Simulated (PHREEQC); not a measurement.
Na2CO3 is added in steps, without added water, to 1 kg of water holding 0.37 mmol/kgw Na2SeO3, 0.056 mmol/kgw HCl and 18 mmol/kgw NaCl, at 25 °C. The system is closed to oxygen. The system is closed to CO2. Only these solids could form: Halite, Nahcolite, Natron.

Base run: PHREEQC, ion-association model, wateq4f.dat. Each further column changes one thing. The table gives CO3-2 (mol/kgw).

| Na2CO3 added (mol) | base | metal-ligand complexes left out | Debye-Hückel limiting law | all activity coefficients set to 1 | Davies equation for every ion |
|---|---|---|---|---|---|
| 0 | 0 | 0 | 0 | 0 | 0 |
| 3.2e-05 | 2.96e-6 | 3.07e-6 | 3.06e-6 | 2.74e-6 | 3.01e-6 |
| 7.2e-05 | 1.07e-5 | [?] | 1.12e-5 | [?] | 1.09e-5 |
| 0.000104 | 2.04e-5 | 2.21e-5 | 2.13e-5 | [?] | 2.07e-5 |
| 0.000144 | 3.58e-5 | [?] | 3.73e-5 | 3.05e-5 | 3.62e-5 |
| 0.000176 | 4.98e-5 | [?] | 5.19e-5 | 4.24e-5 | 5.03e-5 |
| 0.000216 | 6.89e-5 | [?] | 7.17e-5 | [?] | 6.96e-5 |
| 0.000248 | 8.51e-5 | 9.59e-5 | 8.85e-5 | 7.25e-5 | 8.59e-5 |
| 0.000288 | 0.000106 | 0.000120 | 0.000110 | 9.06e-5 | 0.000107 |
| 0.00032 | 0.000124 | 0.000141 | 0.000129 | 0.000106 | 0.000125 |

Fill in the missing entries.


- 7.2e-05, metal-ligand complexes left out: 1.14e-5
- 7.2e-05, all activity coefficients set to 1: 9.45e-6
- 0.000104, all activity coefficients set to 1: 1.76e-5
- 0.000144, metal-ligand complexes left out: 3.94e-5
- 0.000176, metal-ligand complexes left out: 5.54e-5
- 0.000216, metal-ligand complexes left out: 7.73e-5
- 0.000216, all activity coefficients set to 1: 5.86e-5
